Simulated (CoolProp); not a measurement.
Vapour-liquid equilibrium of R125 (1) + n-butane (2) at 249.1 K; x and y are mole fractions of (1).

Values from CoolProp's multi-fluid Helmholtz-energy mixture model, Lemmon 2005 and Bücker 2006; pair parameters Bell 2016.

```json
[
 {"x": "0.05", "bubble pressure (MPa)": "0.09990", "y at the bubble point": "0.632", "dew pressure at overall composition x (MPa)": "0.03951", "liquid density (mol/L)": "10.80"},
 {"x": "0.2", "bubble pressure (MPa)": "0.2068", "y at the bubble point": "0.834", "dew pressure at overall composition x (MPa)": "0.04685", "liquid density (mol/L)": "10.88"},
 {"x": "0.35", "bubble pressure (MPa)": "0.2451", "y at the bubble point": "0.867", "dew pressure at overall composition x (MPa)": "0.05751", "liquid density (mol/L)": "10.97"},
 {"x": "0.5", "bubble pressure (MPa)": "0.2574", "y at the bubble point": "0.878", "dew pressure at overall composition x (MPa)": "0.07435", "liquid density (mol/L)": "11.08"},
 {"x": "0.65", "bubble pressure (MPa)": "0.2644", "y at the bubble point": "0.887", "dew pressure at overall composition x (MPa)": "0.1049", "liquid density (mol/L)": "11.23"},
 {"x": "0.8", "bubble pressure (MPa)": "0.2743", "y at the bubble point": "0.906", "dew pressure at overall composition x (MPa)": "0.1762", "liquid density (mol/L)": "11.43"},
 {"x": "0.95", "bubble pressure (MPa)": "0.2865", "y at the bubble point": "0.963", "dew pressure at overall composition x (MPa)": "0.2849", "liquid density (mol/L)": "11.73"}
]
```

No azeotrope shows between x = 0.05 and 0.95.

Pair parameters are fitted to limited data, so mixtures are less certain than the pure fluids. With so large a gap from Raoult's law the liquid may split in two, which this calculation doesn't test in full.
